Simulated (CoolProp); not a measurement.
Saturated liquid density (kg/m³) of hexamethyldisiloxane (MM): the reference equation beside estimates from Tc = 518.7 K, pc = 1.931 MPa, ω = 0.418. Rackett uses Z = 0.29056 − 0.08775 ω.

Values from CoolProp's reference Helmholtz-energy equation of state, Thol 2016.

```json
[
 {"T (K)": "269.3", "reference": "?", "Rackett": "870.8", "van der Waals": "471.5", "Soave-Redlich-Kwong": "728.4"},
 {"T (K)": "291.3", "reference": "766.7", "Rackett": "846.0", "van der Waals": "459.6", "Soave-Redlich-Kwong": "711.7"},
 {"T (K)": "313.3", "reference": "743.4", "Rackett": "820.1", "van der Waals": "447.0", "Soave-Redlich-Kwong": "693.1"},
 {"T (K)": "335.3", "reference": "?", "Rackett": "?", "van der Waals": "433.5", "Soave-Redlich-Kwong": "672.4"},
 {"T (K)": "357.3", "reference": "694.3", "Rackett": "764.7", "van der Waals": "?", "Soave-Redlich-Kwong": "?"},
 {"T (K)": "379.4", "reference": "?", "Rackett": "734.3", "van der Waals": "403.3", "Soave-Redlich-Kwong": "?"},
 {"T (K)": "401.4", "reference": "?", "Rackett": "701.9", "van der Waals": "386.2", "Soave-Redlich-Kwong": "592.9"},
 {"T (K)": "423.4", "reference": "609.2", "Rackett": "666.6", "van der Waals": "367.2", "Soave-Redlich-Kwong": "558.4"},
 {"T (K)": "445.4", "reference": "575.0", "Rackett": "627.1", "van der Waals": "345.7", "Soave-Redlich-Kwong": "517.8"}
]
```

Q: Fill in the missing entries.

A: 
- 269.3, reference: 789.5
- 335.3, reference: 719.3
- 335.3, Rackett: 793.1
- 357.3, van der Waals: 419.0
- 357.3, Soave-Redlich-Kwong: 649.2
- 379.4, reference: 667.8
- 379.4, Soave-Redlich-Kwong: 622.8
- 401.4, reference: 639.7

Absolute difference from the reference over all 9 rows, mean and median: Rackett 9.9 and 10.1 %, van der Waals 39.8 and 39.7 %, Soave-Redlich-Kwong 7.4 and 7.2 %.
